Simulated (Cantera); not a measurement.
Equilibrium for silicon nitride deposition: SiH₂Cl₂ + N₂ + H₂

Charge: 1 mol SiH₂Cl₂, 44 mol N₂, 0.26 mol H₂, held at 0.310 bar.

Equilibrium computed with Cantera from the NASA thermochemical tables; the gas is ideal and each condensed phase is pure. Candidate condensed phases: NH₄Cl, Si, Si₃N₄; 28 gas species. N₂ is the only nitrogen source here; it is nearly inert below about 1500 K, so the nitride shown seldom forms there in practice. The tables' values for SiCl₃, SiCl are old estimates; treat these amounts as uncertain. Kinetics and transport are ignored.

From 1248 K to 1848 K the condensed part is Si₃N₄(s). The main Si-bearing gas is SiCl₄ at 1248 K and SiCl₂ at 1848 K. The share of Si in condensed phases is highest at 1348 K (91.2 %) and lowest at 1848 K (47.6 %).

```
T (K)   x N₂   x HCl     x H₂   x SiCl₂   x SiCl₄   x SiCl₃  n Si₃N₄(s)
-----  -----  ------  -------  --------  --------  --------  ----------
1248   0.952  0.0362  0.00952   1.89e-5   0.00184   6.94e-5       0.304
1348   0.952  0.0366  0.00933  0.000129   0.00159  0.000202       0.304
1448   0.952  0.0363  0.00948  0.000622   0.00122  0.000455       0.298
1548   0.952  0.0345   0.0103   0.00209  0.000712  0.000729       0.279
1648   0.951  0.0307   0.0122   0.00475  0.000277  0.000773       0.245
1748   0.951  0.0255   0.0147   0.00795   7.96e-5  0.000595       0.201
1848   0.951  0.0202   0.0173    0.0110   2.01e-5  0.000386       0.159
```
x: gas mole fraction; n: condensed amount in mol.
